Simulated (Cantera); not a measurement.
# Si + H2O + H2 (thermal oxidation and active oxidation of silicon)

A closed system holds: 1 mol Si, 1.6 mol H2O, 220 mol H2, equilibrated at 2.80 Pa.

These are equilibrium values from Cantera (NASA tables, ideal gas, pure condensed phases), not measurements of a reactor. Candidate condensed phases: H2O, Si, SiO2; 18 gas species. The tables hold silica as quartz up to 1696 K and as liquid above; real silica turns to tridymite and cristobalite and melts near 1996 K. The numbers say what is thermodynamically allowed, not how fast it happens.

```
T (°C)   x H2       x H    x SiO     x H2O  n SiO2(β-quartz)
------  -----  --------  -------  --------  ----------------
1002    0.998  0.000139  0.00182   1.53e-5             0.597
1102    0.997  0.000646  0.00231  0.000507             0.487
1202    0.990   0.00244  0.00449   0.00269                 0
1302    0.985   0.00779  0.00447   0.00268                 0
1402    0.971    0.0216  0.00444   0.00266                 0
1502    0.940    0.0530  0.00437   0.00261                 0
1602    0.877     0.116  0.00423   0.00251                 0
1702    0.767     0.226  0.00398   0.00231                 0
```
x: gas mole fraction; n: condensed amount in mol.

From 1002 °C to 1102 °C the condensed part is SiO2(β-quartz). From 1202 °C to 1702 °C nothing is condensed. The main Si-bearing gas is SiO throughout.
